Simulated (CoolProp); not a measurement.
Oxygen at 491.23 K and 0.192 MPa flows at 0.32 m/s in a round tube of 6 mm bore and 45 µm roughness, fully developed (64/Re and Nu = 3.66 if laminar; Colebrook and Gnielinski if turbulent). Each further row changes one setting.

Values from CoolProp's reference Helmholtz-energy equation of state, Schmidt 1985.

| case | Reynolds number | Darcy friction factor | pressure drop (Pa/m) | heat-transfer coefficient (W/(m² K)) | mass flow (kg/h) |
|---|---|---|---|---|---|
| as stated | 95.9 | 0.667 | 8.56 | 24.7 | [?] |
| velocity 0.64 m/s | 192 | 0.334 | 17.1 | 24.7 | [?] |
| diameter 12 mm | 192 | 0.334 | 2.14 | [?] | 0.196 |

Complete the blanks.


- as stated, mass flow (kg/h): 0.0490
- velocity 0.64 m/s, mass flow (kg/h): 0.0980
- diameter 12 mm, heat-transfer coefficient (W/(m² K)): 12.3

Above 300 K oxygen's equation is extrapolated.

Viscosity comes from a separate model (Lemmon 2004). Thermal conductivity comes from a separate model (Lemmon 2004).
